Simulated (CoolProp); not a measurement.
Vapour-liquid equilibrium of CH2F2 (R32) (1) + R236FA (2) at 402 kPa; x and y are mole fractions of (1).

Values from CoolProp's multi-fluid Helmholtz-energy mixture model, Tillner-Roth 1997 and Pan 2012; pair parameters Bell 2016.

```
x      bubble temperature, mixture model (°C)  bubble temperature, Raoult's law (°C)  y, mixture model  y, Raoult's law
-----  --------------------------------------  -------------------------------------  ----------------  ---------------
0.05                                      ___                                   30.1             0.189            0.240
0.125                                    23.3                                   21.4               ___            0.476
0.2                                      16.2                                   14.4             0.569            0.626
0.275                                    10.1                                    8.6             0.682            0.727
0.35                                      4.8                                    3.8             0.763            0.797
0.425                                     0.3                                   -0.4             0.822            0.848
0.5                                      -3.5                                   -4.0             0.865            0.887
0.575                                    -6.9                                   -7.2             0.899            0.916
0.65                                     -9.8                                  -10.1               ___            0.939
0.725                                     ___                                  -12.7             0.946            0.957
0.8                                       ___                                  -15.0             0.964            0.972
0.875                                   -16.9                                  -17.1             0.979            0.984
0.95                                    -19.0                                  -19.0             0.992            0.994
```

Problem. Complete the blanks.

Solution. 
- 0.05, bubble temperature, mixture model (°C): 31.4
- 0.125, y, mixture model: 0.410
- 0.65, y, mixture model: 0.925
- 0.725, bubble temperature, mixture model (°C): -12.4
- 0.8, bubble temperature, mixture model (°C): -14.8

The largest gap from Raoult's law is +1.9 K in bubble temperature, at x = 0.125. No azeotrope shows between x = 0.05 and 0.95.

The pair parameters rest on a limited set of measurements; away from them the model extrapolates.
